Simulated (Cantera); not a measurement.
An adiabatic, constant-pressure homogeneous reactor starts with CO : H₂ : O₂ : N₂ = 1 : 0.41 : 1.08 : 4.08 (molar parts), equivalence ratio 0.65, at 1275 K and 5.00 bar. Integrator tolerance rtol = 1e-08.

Detailed kinetics in Cantera: GRI-Mech 3.0 (53 species, 325 reactions). The hydrogen kinetics of GRI-Mech 3.0 are dated; newer H2 mechanisms differ, most at raised pressure.

Question: What does this change do: pressure from 5.00 bar to 1.30 bar?

Answer: 
```tsv
quantity	before	after
time of steepest temperature rise	12.7 µs	37.9 µs
temperature at 2.00 s	2636 K	2572 K
equilibrium temperature	2636 K	2572 K
x(CO) at 2.00 s	0.0195 (gas-phase equilibrium 0.0195)	0.0260 (gas-phase equilibrium 0.0260)
x(H₂) at 2.00 s	0.00126 (gas-phase equilibrium 0.00126)	0.00176 (gas-phase equilibrium 0.00176)
x(O₂) at 2.00 s	0.0625 (gas-phase equilibrium 0.0625)	0.0654 (gas-phase equilibrium 0.0654)
x(H₂O₂) at 2.00 s	3.28e-7 (gas-phase equilibrium 3.28e-7)	1.46e-7 (gas-phase equilibrium 1.46e-7)
x(CO₂) at 2.00 s	0.149 (gas-phase equilibrium 0.149)	0.141 (gas-phase equilibrium 0.141)
x(N₂O) at 2.00 s	1.69e-6 (gas-phase equilibrium 1.69e-6)	7.90e-7 (gas-phase equilibrium 7.90e-7)
x(OH) at 2.00 s	0.00850 (gas-phase equilibrium 0.00850)	0.00986 (gas-phase equilibrium 0.00986)
```

Question: What does this change do: pressure from 5.00 bar to 2.60 bar?

Answer: 
| quantity | before | after |
|---|---|---|
| time of steepest temperature rise | 12.7 µs | 20.4 µs |
| temperature at 2.00 s | 2636 K | 2606 K |
| equilibrium temperature | 2636 K | 2606 K |
| x(CO) at 2.00 s | 0.0195 (gas-phase equilibrium 0.0195) | 0.0226 (gas-phase equilibrium 0.0226) |
| x(H₂) at 2.00 s | 0.00126 (gas-phase equilibrium 0.00126) | 0.00149 (gas-phase equilibrium 0.00149) |
| x(O₂) at 2.00 s | 0.0625 (gas-phase equilibrium 0.0625) | 0.0639 (gas-phase equilibrium 0.0639) |
| x(H₂O₂) at 2.00 s | 3.28e-7 (gas-phase equilibrium 3.28e-7) | 2.22e-7 (gas-phase equilibrium 2.22e-7) |
| x(CO₂) at 2.00 s | 0.149 (gas-phase equilibrium 0.149) | 0.145 (gas-phase equilibrium 0.145) |
| x(N₂O) at 2.00 s | 1.69e-6 (gas-phase equilibrium 1.69e-6) | 1.17e-6 (gas-phase equilibrium 1.17e-6) |
| x(OH) at 2.00 s | 0.00850 (gas-phase equilibrium 0.00850) | 0.00918 (gas-phase equilibrium 0.00918) |
